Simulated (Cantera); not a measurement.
## Thermodynamics of silicon oxide and oxynitride deposition, feed SiH₂Cl₂ + O₂ + H₂

Feed: 1 mol SiH₂Cl₂, 0.14 mol O₂, 33 mol H₂, held at 0.133 bar.

Method: chemical equilibrium by Gibbs-energy minimisation in Cantera with the NASA 1993 tables (ideal gas, pure condensed phases). Candidate condensed phases: H₂O, Si, SiO₂; 30 gas species. Mutual solubility and eutectic melting of coexisting phases are not modelled. The tables' values for SiCl₃, SiCl are old estimates; treat these amounts as uncertain. The tables hold silica as quartz up to 1696 K and as liquid above; real silica turns to tridymite and cristobalite and melts near 1996 K. Gases not in the tables: Si₂H₆ and higher silanes. Equilibrium is a limit: real reactors are often held back by kinetics, nucleation or transport.

| T (K) | x H₂ | x HCl | x SiO | x SiCl₂ | n Si(s) | n SiO₂(β-quartz) | n Si(l) |
|---|---|---|---|---|---|---|---|
| 1425 | 0.949 | 0.0431 | 0.000921 | 0.00590 | 0.612 | 0.124 | 0 |
| 1475 | 0.948 | 0.0432 | 0.00245 | 0.00620 | 0.583 | 0.0971 | 0 |
| 1525 | 0.944 | 0.0430 | 0.00608 | 0.00641 | 0.516 | 0.0329 | 0 |
| 1575 | 0.942 | 0.0428 | 0.00793 | 0.00660 | 0.479 | 0 | 0 |
| 1625 | 0.942 | 0.0427 | 0.00793 | 0.00676 | 0.475 | 0 | 0 |
| 1675 | 0.942 | 0.0425 | 0.00793 | 0.00691 | 0.471 | 0 | 0 |
| 1725 | 0.942 | 0.0429 | 0.00793 | 0.00674 | 0 | 0 | 0.477 |
| 1775 | 0.941 | 0.0435 | 0.00793 | 0.00645 | 0 | 0 | 0.487 |
| 1825 | 0.940 | 0.0441 | 0.00793 | 0.00617 | 0 | 0 | 0.496 |
| 1875 | 0.940 | 0.0446 | 0.00793 | 0.00591 | 0 | 0 | 0.503 |
| 1925 | 0.938 | 0.0450 | 0.00792 | 0.00566 | 0 | 0 | 0.507 |
x: gas mole fraction; n: condensed amount in mol.

From 1425 K to 1525 K the condensed part is Si(s) + SiO₂(β-quartz). From 1575 K to 1675 K the condensed part is Si(s). From 1725 K to 1925 K the condensed part is Si(l). The main Si-bearing gas is SiCl₂ at 1425 K and SiO at 1925 K. The share of Si in condensed phases is highest at 1425 K (73.6 %) and lowest at 1675 K (47.1 %).
